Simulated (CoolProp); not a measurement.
Properties of C2F6 (R116) at several states (Tc = 293.0 K, pc = 3.048 MPa, ω = 0.257).

Model: reference Helmholtz-energy equation of state, Lemmon 2006, in CoolProp. It is a short technical equation, of lower accuracy than the large ones.

```tsv
T (K)	p (MPa)	phase	cp (kJ/(kg K))	speed of sound (m/s)	Prandtl number
223.7	0.281	gas	0.6894	113.8	0.760
351	0.126	gas	0.8521	150.0	0.744
218.4	0.018	gas	0.6355	120.1	0.735
```

Viscosity comes from a separate model (Huber 2003), an estimate that may be off by 10 % or more. Thermal conductivity comes from a separate model (Huber 2003), an estimate that may be off by 10 % or more.
